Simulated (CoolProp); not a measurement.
Vapour-liquid equilibrium of isohexane (1) + n-heptane (2) at 0.943 MPa; x and y are mole fractions of (1).

Computed with CoolProp (multi-fluid Helmholtz-energy mixture model, Lemmon 2006 and Span 2003; pair parameters Bell 2016).

Question: Give the bubble temperature and the first vapour's composition at x = 0.15, 0.35, 0.65. Is there an azeotrope?

Answer: x = 0.15: 462.7 K, y = 0.233; x = 0.35: 452.6 K, y = 0.488; x = 0.65: 439.1 K, y = 0.774. No azeotrope shows between x = 0.05 and 0.95.

The pair parameters rest on a limited set of measurements; away from them the model extrapolates.
